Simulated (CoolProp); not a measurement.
R21 along the isotherm 199.85 °C: density (kg/m³) from the reference equation and from simpler models built on Tc = 179.6 °C, pc = 5289 kPa, ω = 0.206; each cubic takes its own stable root.

Values from CoolProp's reference Helmholtz-energy equation of state, Platzer 1990. This equation is an older, rougher fit; its heat capacities, sound speeds and derivatives of the liquid may be far off and weren't checked against measurements.

| p (kPa) | phase | reference |
|---|---|---|
| 721 | gas | 19.67 |
| 1440 | gas | 41.13 |
| 2160 | gas | 65.03 |
| 2880 | gas | 92.13 |
| 3610 | gas | 124.2 |
| 4330 | gas | 162.7 |
| 5050 | gas | 212.6 |
| 5770 | supercritical | 284.4 |
| 6490 | supercritical | 405.1 |
| 7210 | supercritical | 573.4 |
| 7930 | supercritical | 683.4 |

Task: How far does each simpler model (ideal gas, van der Waals, Redlich-Kwong, Soave-Redlich-Kwong, Peng-Robinson) lie from the reference over these 11 states: mean and median of the absolute difference, and the worst?

Result: 
- ideal gas: mean 34.3 %, median 30.4 %, worst -69.6 % at 199.85 °C and 7930 kPa
- van der Waals: mean 4.5 %, median 2.3 %, worst -18.6 % at 199.85 °C and 7930 kPa
- Redlich-Kwong: mean 1.8 %, median 0.3 %, worst -10.5 % at 199.85 °C and 7930 kPa
- Soave-Redlich-Kwong: mean 4.2 %, median 1.5 %, worst -15.0 % at 199.85 °C and 7930 kPa
- Peng-Robinson: mean 2.6 %, median 2.0 %, worst -7.8 % at 199.85 °C and 7930 kPa
